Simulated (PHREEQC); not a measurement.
1 kg of water holding 0.033 mol CaCl2, 0.19 mol NaCl, 0.32 mol MgCl2 and 0.025 mol SrCl2 is evaporated at 30 °C; the solids stay in contact with the brine. No CO2 enters from the air. Solids allowed: Bischofite, Brucite, Halite, Portlandite, MgCl2_4H2O. Others were left out.

The series has 15 steps of water left (kg), from 1 to 0.06418.

All values are PHREEQC results (Pitzer model, pitzer.dat), not measurements.

Question: Which solids form, in which order, and at which step of the series does each first stand?

Answer: Halite from water left = 0.1156 kg.
